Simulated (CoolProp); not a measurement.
m-xylene at several states: density (kg/m³) from the reference equation and from simpler models built on Tc = 343.7 °C, pc = 3.535 MPa, ω = 0.326; each cubic takes its own stable root.

The numbers come from the reference Helmholtz-energy equation of state, Zhou 2012 in CoolProp.

```
T (°C)  p (MPa)   phase  reference
------  -------  ------  ---------
47.15      11.6  liquid      850.0
-29.75     2.33  liquid      907.3
151.15   0.0783     gas      2.428
88.25      14.8  liquid      818.9
```

**Question.** How far does each simpler model (van der Waals, Soave-Redlich-Kwong, Peng-Robinson) lie from the reference over these 4 states: mean and median of the absolute difference, and the worst?

**Answer.** 
- van der Waals: mean 32.0 %, median 41.3 %, worst -43.9 % at -29.75 °C and 2.33 MPa
- Soave-Redlich-Kwong: mean 10.4 %, median 13.0 %, worst -15.2 % at -29.75 °C and 2.33 MPa
- Peng-Robinson: mean 2.5 %, median 2.3 %, worst -5.0 % at -29.75 °C and 2.33 MPa
